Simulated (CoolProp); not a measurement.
Properties of dimethyl carbonate along the isobar 22.6 MPa (Tc = 557.0 K, pc = 4.909 MPa, ω = 0.346).

The numbers come from the reference Helmholtz-energy equation of state, Zhou 2011 in CoolProp.

```csv
T (K),phase,density (kg/m³),cv (kJ/(kg K)),isothermal compressibility (1/MPa),expansivity (1/kK),fugacity coefficient
310.7,liquid,1068,1.370,0.0008088,1.128,0.001241
329.7,liquid,1045,1.396,0.0009210,1.158,0.002732
348.8,liquid,1022,1.427,0.001052,1.193,0.005424
367.8,liquid,998.4,1.461,0.001205,1.233,0.009823
386.8,liquid,974.9,1.496,0.001385,1.280,0.01652
405.9,liquid,950.8,1.532,0.001597,1.334,0.02616
424.9,liquid,926.5,1.567,0.001848,1.395,0.03916
443.9,liquid,901.7,1.601,0.002149,1.464,0.05600
462.9,liquid,876.3,1.634,0.002514,1.544,0.07696
482,liquid,850.1,1.667,0.002964,1.637,0.1023
501,liquid,823.3,1.701,0.003523,1.747,0.1317
520,liquid,795.4,1.734,0.004234,1.880,0.1651
539.1,liquid,766.2,1.767,0.005163,2.044,0.2023
558.1,supercritical,735.7,1.798,0.006383,2.244,0.2424
```
